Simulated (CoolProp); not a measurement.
Vapour-liquid equilibrium of fluoroethane (R161) (1) + R1234yf (2) at 0.938 MPa; x and y are mole fractions of (1).

Values from CoolProp's multi-fluid Helmholtz-energy mixture model, Wu 2012 and Lemmon 2022; pair parameters Bell 2016.

```
x     bubble temperature (K)  y at the bubble point  dew temperature at overall composition x (K)  liquid density (mol/L)
----  ----------------------  ---------------------  --------------------------------------------  ----------------------
0.05                   309.1                  0.065                                         309.3                   9.378
0.2                    306.8                  0.247                                         307.4                   10.01
0.35                   304.8                  0.411                                         305.5                   10.71
0.5                    303.0                  0.560                                         303.7                   11.48
0.65                   301.4                  0.698                                         301.9                   12.34
0.8                    300.1                  0.829                                         300.4                   13.30
0.95                   299.0                  0.957                                         299.0                   14.38
```

No azeotrope shows between x = 0.05 and 0.95.

The pair parameters rest on a limited set of measurements; away from them the model extrapolates.
